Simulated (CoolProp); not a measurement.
Hydrogen chloride along the isobar 9450 kPa: Z from the reference equation and from simpler models built on Tc = 324.7 K, pc = 8314 kPa, ω = 0.130; each cubic takes its own stable root.

The numbers come from the reference Helmholtz-energy equation of state, Thol 2018 in CoolProp.

```tsv
T (K)	phase	reference	van der Waals	Redlich-Kwong	Soave-Redlich-Kwong	Peng-Robinson
227.2	liquid	0.1659	0.2745	0.1917	0.1892	0.1675
245.9	liquid	0.1609	0.2652	0.1878	0.1849	0.1636
264.6	liquid	0.1584	0.2599	0.1874	0.1840	0.1629
283.3	liquid	0.1588	0.2593	0.1914	0.1879	0.1665
302	liquid	0.1641	0.2658	0.2033	0.1998	0.1777
320.7	liquid	0.1840	0.2897	0.2375	0.2357	0.2122
339.5	supercritical	0.4850	0.4846	0.5019	0.5191	0.4899
358.2	supercritical	0.6336	0.6330	0.6415	0.6592	0.6290
376.9	supercritical	0.7124	0.7055	0.7167	0.7361	0.7066
```
